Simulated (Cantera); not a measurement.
Reactions in the system B-N-O

Source: NASA polynomial tables (part measured, part estimated), evaluated in Cantera. Values are per mole of reaction as written; species without (g) are pure solids or liquids, kept so even where they would boil at 1 bar.

2 NO(g) + B2O2(g) → 4 O(g) + 2 BN

```csv
T (K),ΔH° (kJ),ΔS° (J/K),ΔG° (kJ),log10 K
300,768.4,9.8,765.5,-133.28
1075,785.5,35.8,747.0,-36.30
1100,786.2,36.4,746.1,-35.43
1125,786.9,37.0,745.2,-34.60
1150,787.5,37.6,744.3,-33.80
1175,788.2,38.2,743.3,-33.04
1200,788.9,38.8,742.3,-32.31
1225,789.5,39.3,741.4,-31.61
1250,790.2,39.9,740.4,-30.94
1275,790.9,40.4,739.4,-30.29
1300,791.5,40.9,738.4,-29.67
1325,792.2,41.4,737.3,-29.07
```
